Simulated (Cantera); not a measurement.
Input: 1 mol FeCl₃, 3.7 mol N₂, held at 1123.15 K and 4.70 Pa.

Equilibrium computed with Cantera from the NASA thermochemical tables; the gas is ideal and each condensed phase is pure. Candidate condensed phases: Fe, FeCl₂, FeCl₃; 10 gas species. Kinetics and transport are ignored.

Base state: N₂ 0.694, FeCl₂ 0.170, Cl 0.0666, Cl₂ 0.0518, FeCl₃ 0.0174 (mole fractions); condensed: gas only.

Question: What changes in the equilibrium state with this change: N₂ from 3.7 to 19 mol?

Answer: 
| species | before | after |
|---|---|---|
| N₂ | 0.694 | 0.915 |
| FeCl₂ | 0.170 | 0.0462 |
| Cl | 0.0666 | 0.0279 |
| Cl₂ | 0.0518 | 0.00911 |
| FeCl₃ | 0.0174 | 0.00198 |

Question: What changes in the equilibrium state with this change: pressure from 4.70 Pa to 10.0 mbar?

Answer: 
```json
[
 {"species": "N₂", "before": "0.694", "after": "0.751"},
 {"species": "FeCl₃", "before": "0.0174", "after": "0.116"},
 {"species": "FeCl₂", "before": "0.170", "after": "0.0869"},
 {"species": "Cl", "before": "0.0666", "after": "0.00409"},
 {"species": "Cl₂", "before": "0.0518", "after": "0.0415"},
 {"species": "Fe₂Cl₆", "before": "4.70e-9", "after": "4.44e-5"},
 {"species": "Fe₂Cl₄", "before": "2.37e-6", "after": "0.000131"}
]
```
